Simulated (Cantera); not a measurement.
Cantera run:

```python
import numpy as np
import cantera as ct

gas_names = """
    CL CL2 H HCL H2 N NH NH2 NH3 N2 N2H2 N2H4 Si SiCL SiCL2 SiCL3 SiCL4 SiH SiHCL3 SiH2 SiH2CL2 SiH3
    SiH3CL SiH4 SiN Si2 Si2N Si3
""".split()
cond_names = """
    NH4CL(a) NH4CL(b) Si(cr) Si(L) Si3N4(a)
""".split()


# ... load() reads the species with a 1 bar reference pressure and builds the phases ...
atoms = {
    'SiCl4': {'Si': 1, 'CL': 4},
    'NH3': {'N': 1, 'H': 3},
}
top_T = {'Si3N4(a)': 2400}  # K; cautious upper limits of use, not melting points


# ... equilibrate(T, P, feed) seeds the gas with the atoms and calls Mixture.equilibrate('TP', solver="vcs", rtol=1e-11, max_steps=5000) ...
results = []
feed = {'SiCl4': 1, 'NH3': 5.4}  # mol
T = 1523.15  # K
P = 1333.22  # Pa
mix = equilibrate(T, P, feed)
results.append((T, P, feed, dict(zip(mix.species_names, mix.species_moles))))
x = sorted(zip(gas.X, gas.species_names), reverse=True)
print(f"T = {T:g} K  P = {P:g} Pa  gas = {mix.phase_moles(0):.4g} mol")
print("   x: " + "  ".join(f"{s} {v:.3e}" for v, s in x if v > 1e-06))
print("   condensed (mol): " + ("  ".join(f"{mix.phase(i).name} {mix.phase_moles(i):.4g}"
      for i in range(1, mix.n_phases) if mix.phase_moles(i) > 1e-12) or "none"))
```

Output:

```
T = 1523.15 K  P = 1333.22 Pa  gas = 12.42 mol
   x: H2 5.311e-01  HCL 2.417e-01  N2 1.890e-01  SiCL2 3.427e-02  SiCL3 2.823e-03  SiCL4 6.941e-04  SiHCL3 1.713e-04  H 1.461e-04  CL 5.335e-05  SiH2CL2 6.805e-06  SiCL 2.978e-06
   condensed (mol): Si3N4(a) 0.1761
```

Method: chemical equilibrium by Gibbs-energy minimisation in Cantera with the NASA 1993 tables (ideal gas, pure condensed phases). The tables' values for SiCl3 are old estimates; treat these amounts as uncertain.
